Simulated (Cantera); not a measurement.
Feed: 1 mol Pb, 52 mol N2, at 1177 °C and 1.00 bar.

These are equilibrium values from Cantera (NASA tables, ideal gas, pure condensed phases), not measurements of a reactor. Candidate condensed phases: Pb; 4 gas species. Rates play no part.

Base state: N2 0.985, Pb 0.0149 (mole fractions); condensed: Pb(l).

Q: What changes in the equilibrium state with this change: Pb replaced by Fe(CO)5?

A: 
```csv
species,before,after
N2,0.985,0.912
CO,0,0.0877
Pb,0.0149,0
"Pb(l), mol",0.213,0
"Fe(γ), mol",0,1.000
```
Further candidate phases: C, Fe, Fe(CO)5, FeO, Fe2O3, Fe3O4.
